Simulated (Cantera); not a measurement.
A closed system holds: 1 mol SiH4, a varied amount of HCl, 58 mol H2, equilibrated at 727 °C and 0.120 bar.

Cantera equilibrium calculation (NASA polynomials, part measured and part estimated; ideal gas, pure solids and liquids). Candidate condensed phases: Si; 19 gas species. Kinetics and transport are ignored.

### Question
At 0.25 mol HCl, list the 4 most abundant gas species with their mole fractions, and the condensed phases.

### Answer
H2 0.996, HCl 0.00332, SiHCl3 0.000145, SiCl4 6.83e-5. Condensed: Si(s).
